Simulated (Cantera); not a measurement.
Thermodynamics of aluminium nitride and oxide growth, feed Al(CH3)3 + H2O + N2

Feed: 1 mol Al(CH3)3, a varied amount of H2O, 2.8 mol N2, equilibrated at 1048 K and 35.0 mbar.

Equilibrium computed with Cantera from the NASA thermochemical tables; the gas is ideal and each condensed phase is pure. Candidate condensed phases: Al, AlN, Al2O3, C, C6H6, C7H8, C8H18, H2O; 148 gas species. The feed counts by its element totals alone. Mutual solubility and eutectic melting of coexisting phases are not modelled. Equilibrium is a limit: real reactors are often held back by kinetics, nucleation or transport.

```json
[
 {"n(H2O) (mol)": "0.68", "log p H2O": "-8.31", "log p H2": "-1.63", "log p N2": "-1.94", "log p CO": "-5.95", "log p CO2": "-12.56", "log p CH4": "-4.49", "n AlN(s)": "0.547", "n Al2O3(s)": "0.227", "n C(graphite)": "2.99"},
 {"n(H2O) (mol)": "1.4", "log p H2O": "-8.31", "log p H2": "-1.62", "log p N2": "-1.95", "log p CO": "-5.96", "log p CO2": "-12.57", "log p CH4": "-4.48", "n AlN(s)": "0.0668", "n Al2O3(s)": "0.467", "n C(graphite)": "2.99"},
 {"n(H2O) (mol)": "2.8", "log p H2O": "-4.78", "log p H2": "-1.65", "log p N2": "-2.07", "log p CO": "-2.40", "log p CO2": "-5.46", "log p CH4": "-4.53", "n AlN(s)": "0", "n Al2O3(s)": "0.500", "n C(graphite)": "1.70"},
 {"n(H2O) (mol)": "5.8", "log p H2O": "-2.68", "log p H2": "-1.69", "log p N2": "-2.22", "log p CO": "-2.24", "log p CO2": "-3.14", "log p CH4": "-6.60", "n AlN(s)": "0", "n Al2O3(s)": "0.500", "n C(graphite)": "0"},
 {"n(H2O) (mol)": "12", "log p H2O": "-2.01", "log p H2": "-1.79", "log p N2": "-2.36", "log p CO": "-2.56", "log p CO2": "-2.70", "log p CH4": "-7.90", "n AlN(s)": "0", "n Al2O3(s)": "0.500", "n C(graphite)": "0"},
 {"n(H2O) (mol)": "24", "log p H2O": "-1.75", "log p H2": "-1.95", "log p N2": "-2.54", "log p CO": "-2.98", "log p CO2": "-2.70", "log p CH4": "-9.04", "n AlN(s)": "0", "n Al2O3(s)": "0.500", "n C(graphite)": "0"},
 {"n(H2O) (mol)": "50", "log p H2O": "-1.60", "log p H2": "-2.18", "log p N2": "-2.79", "log p CO": "-3.50", "log p CO2": "-2.85", "log p CH4": "-10.39", "n AlN(s)": "0", "n Al2O3(s)": "0.500", "n C(graphite)": "0"}
]
```
log p: log10 of the partial pressure in bar; n: condensed amount in mol.

From 0.68 mol H2O to 1.4 mol H2O the condensed part is AlN(s) + Al2O3(s) + C(graphite). At 2.8 mol H2O the condensed part is Al2O3(s) + C(graphite). From 5.8 mol H2O to 50 mol H2O the condensed part is Al2O3(s).
